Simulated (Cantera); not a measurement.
An isothermal, constant-pressure homogeneous reactor starts with CH3OH : O2 : N2 = 0.0037 : 0.0045 : 1 (molar parts), equivalence ratio 1.2, at 1125 K and 100000 Pa.

Detailed kinetics in Cantera: GRI-Mech 3.0 (53 species, 325 reactions). GRI-Mech 3.0 was tuned for natural gas; its chemistry of methanol as a main component is partial and can be far from experiment.

One state of this run: x CH3OH = <1e-12; x O2 = 2.10e-8; x NO = 3.34e-7; x CH2CO = <1e-12; x HCN = 4.28e-11; x HCO = 1.52e-10. x: mole fraction; the columns are a selection and need not sum to one.

Which value of t (s) does it belong to?
A. 0.0738
B. 0.366
C. 1.81
D. 9.00

B, 0.366
